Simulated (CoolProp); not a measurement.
Properties of R141b along the isotherm 425.8 K.

Values from CoolProp's reference Helmholtz-energy equation of state, Lemmon 2006. It is a short technical equation, of lower accuracy than the large ones.

| p (MPa) | phase | isothermal compressibility (1/MPa) | fugacity coefficient |
|---|---|---|---|
| 0.02 | gas | 50.11 | 0.9977 |
| 0.0301 | gas | 33.34 | 0.9966 |
| 0.0455 | gas | 22.09 | 0.9949 |
| 0.0686 | gas | 14.69 | 0.9923 |
| 0.103 | gas | 9.825 | 0.9884 |
| 0.156 | gas | 6.529 | 0.9824 |
| 0.235 | gas | 4.377 | 0.9735 |
| 0.355 | gas | 2.944 | 0.9600 |
| 0.536 | gas | 2.002 | 0.9396 |
| 0.809 | gas | 1.390 | 0.9088 |
| 1.22 | gas | 1.010 | 0.8622 |
| 1.84 | gas | 0.8553 | 0.7902 |
| 2.78 | liquid | 0.01229 | 0.5494 |
| 4.19 | liquid | 0.01033 | 0.3830 |
| 6.32 | liquid | 0.008405 | 0.2733 |
